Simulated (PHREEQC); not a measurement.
Dissolve 0.0071 mol/kgw CuSO4, 0.0011 mol/kgw HBF4 and 0.05 mol/kgw Na2SO4 at 25 °C. It is in equilibrium with CO2 at log p = -3.4 (atm). Otherwise closed; pH follows from the charge balance.

Model: ion-association model, phreeqc.dat, run in PHREEQC.

Each row changes one thing in this solution. Precipitation was switched off in this run.

| case | pH | ionic strength (mol/kgw) | Na+ (mol/kgw) | SO4-2 (mol/kgw) | NaSO4- (mol/kgw) | F- (mol/kgw) |
|---|---|---|---|---|---|---|
| as made | 3.15 | 0.150 | 0.0931 | 0.0453 | 0.00685 | 0.00179 |
| CuSO4 from 0.0071 to 0.0142 mol/kgw | 3.15 | 0.163 | 0.0929 | 0.0485 | 0.00710 | 0.00180 |
| CuSO4 left out | 3.14 | 0.136 | 0.0934 | 0.0421 | 0.00659 | 0.00178 |
| CuSO4 from 0.0071 to 0.071 mol/kgw | 3.18 | 0.266 | 0.0911 | 0.0732 | 0.00886 | 0.00187 |
| HBF4 replaced by Cu(BF4)2 at the same molality | 3.23 | 0.151 | 0.0931 | 0.0451 | 0.00680 | 0.00271 |
| 0.0011 mol/kgw H2SO4 added | 2.90 | 0.150 | 0.0931 | 0.0454 | 0.00685 | 0.00127 |
| Na2SO4 from 0.05 to 0.045 mol/kgw | 3.14 | 0.137 | 0.0841 | 0.0414 | 0.00584 | 0.00176 |
| Na2SO4 from 0.05 to 0.055 mol/kgw | 3.16 | 0.162 | 0.102 | 0.0491 | 0.00792 | 0.00183 |

Real BF4- forms and hydrolyses slowly; the run takes it at equilibrium.
